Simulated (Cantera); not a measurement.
## CS₂ + H₂O + N₂ (abatement and gas-phase synthesis)

Input: 1 mol CS₂, 9.1 mol H₂O, 0.2 mol N₂, held at 190 Pa.

Equilibrium computed with Cantera from the NASA thermochemical tables; the gas is ideal and each condensed phase is pure. Candidate condensed phases: C, C₆H₆, C₇H₈, C₈H₁₈, H₂O, H₂SO₄, S; 150 gas species. Equilibrium is a limit: real reactors are often held back by kinetics, nucleation or transport.

```
T (°C)       x H     x H₂O     x H₂      x O     x SO₂       x S    x CO      x OH     x SO      x S₂     x CO₂      x O₂     x N₂
------  --------  --------  -------  -------  --------  --------  ------  --------  -------  --------  --------  --------  -------
1302    0.000484     0.512    0.257  5.51e-8    0.0684  0.000442  0.0506   3.49e-5  0.00777    0.0427    0.0347   5.04e-8   0.0171
1502     0.00367     0.447    0.305  3.14e-6    0.0910   0.00210  0.0598  0.000335   0.0218    0.0229    0.0236   2.05e-6   0.0167
1702      0.0179     0.402    0.325  8.55e-5    0.0984   0.00538  0.0637   0.00211   0.0394   0.00757    0.0176   4.58e-5   0.0163
1902      0.0619     0.371    0.306  0.00143    0.0931   0.00810  0.0636    0.0101   0.0503   0.00149    0.0148  0.000736   0.0156
2102       0.163     0.297    0.255   0.0146    0.0766    0.0103  0.0597    0.0339   0.0543  0.000315    0.0119   0.00707   0.0141
2302       0.338     0.142    0.181   0.0721    0.0422    0.0170  0.0512    0.0595   0.0543  0.000155   0.00624    0.0230   0.0110
2502       0.510    0.0287   0.0880    0.167    0.0112    0.0335  0.0414    0.0457   0.0409  0.000138   0.00196    0.0219  0.00809
2702       0.585   0.00316   0.0304    0.234   0.00144    0.0527  0.0364    0.0198   0.0190   9.57e-5  0.000514   0.00962  0.00691
2902       0.606  0.000322   0.0101    0.261  0.000132    0.0628  0.0347   0.00726  0.00645   4.45e-5  0.000142   0.00324  0.00660
3102       0.613   3.85e-5  0.00368    0.270   1.27e-5    0.0662  0.0342   0.00275  0.00211   1.85e-5   4.43e-5   0.00109  0.00650
```
x: gas mole fraction; nothing condenses.

From 1302 °C to 3102 °C nothing is condensed. The main C-bearing gas is CO throughout.
